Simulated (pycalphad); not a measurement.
Fe-Si solution, phase liquid, at 1950 K; mixing quantities and activities refer to the pure elements in the same phase at that temperature, stable or not.

CALPHAD calculation (pycalphad, COST 507 light-alloy database (1999)), 1 atm. The data set is of 1999 and partly superseded.

| x(Si) | ΔH mix (kJ/mol) | ΔG mix (kJ/mol) | excess S (J/mol/K) | a(Fe) | a(Si) |
|---|---|---|---|---|---|
| 0.02 | -3.39 | -3.39 | -0.82 | 0.979 | 7.99e-5 |
| 0.05 | -8.20 | -7.67 | -1.92 | 0.943 | 0.000236 |
| 0.1 | -15.44 | -13.88 | -3.50 | 0.863 | 0.000719 |
| 0.2 | -27.06 | -23.62 | -5.92 | 0.624 | 0.00453 |
| 0.3 | -35.03 | -29.83 | -7.75 | 0.360 | 0.0236 |
| 0.4 | -39.63 | -32.49 | -9.25 | 0.171 | 0.0944 |
| 0.5 | (withheld) | (withheld) | -10.49 | (withheld) | (withheld) |
| 0.6 | -39.66 | -28.50 | -11.32 | 0.0320 | 0.529 |
| 0.7 | -35.29 | -23.04 | -11.36 | 0.0162 | 0.769 |
| 0.8 | -27.73 | -16.24 | -10.05 | 0.0104 | 0.896 |
| 0.9 | (withheld) | (withheld) | -6.60 | (withheld) | (withheld) |
| 0.95 | -8.87 | -4.75 | -3.76 | 0.00588 | 0.963 |
| 0.98 | -3.73 | -2.15 | -1.63 | 0.00319 | 0.982 |

### Question
What belongs in the gaps?

### Answer

- 0.5, ΔH mix (kJ/mol): -41.11
- 0.5, ΔG mix (kJ/mol): -31.88
- 0.5, a(Fe): 0.0733
- 0.5, a(Si): 0.267
- 0.9, ΔH mix (kJ/mol): -16.33
- 0.9, ΔG mix (kJ/mol): -8.73
- 0.9, a(Fe): 0.00787
- 0.9, a(Si): 0.942
